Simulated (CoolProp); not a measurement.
R236FA at 293.15 K and 11 MPa flows at 0.89 m/s in a round tube of 25 mm bore and 0.25 µm roughness, fully developed (64/Re and Nu = 3.66 if laminar; Colebrook and Gnielinski if turbulent). Each further row changes one setting.

Values from CoolProp's reference Helmholtz-energy equation of state, Pan 2012.

```
case               Reynolds number  Darcy friction factor  pressure drop (Pa/m)  heat-transfer coefficient (W/(m² K))  mass flow (kg/h)
-----------------  ---------------  ---------------------  --------------------  ------------------------------------  ----------------
as stated                    86600                 0.0186                   418                                  1520              2230
velocity 1.78 m/s           173000                 0.0162                  1450                                  2760              4470
diameter 50 mm              173000                 0.0161                   181                                  1380              8940
```

Viscosity comes from a separate model (Huber 2003), an estimate that may be off by 10 % or more. Thermal conductivity comes from a separate model (Huber 2003), an estimate that may be off by 10 % or more.
